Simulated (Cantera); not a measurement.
Feed: 1 mol CH3Cl, 0.38 mol F2, 15 mol H2, equilibrated at 2725 K and 1000 Pa.

Cantera equilibrium calculation (NASA polynomials, part measured and part estimated; ideal gas, pure solids and liquids). Candidate condensed phases: C, C6H6, C7H8, C8H18; 118 gas species. Equilibrium is a limit: real reactors are often held back by kinetics, nucleation or transport.

**Question.** What is the equilibrium state?

**Answer.** 
| Item | Value |
|---|---|
| x(H2) | 0.476 |
| x(H) | 0.430 |
| x(HF) | 0.0337 |
| x(HCl) | 0.0273 |
| x(Cl) | 0.0172 |
| x(C2H2 (acetylene)) | 0.0123 |
| x(C2H) | 0.00123 |
| x(C3) | 0.00122 |
| x(C) | 0.000284 |
| n(C(graphite)) | 0.284 mol |
| gas amount | 22.46 mol |
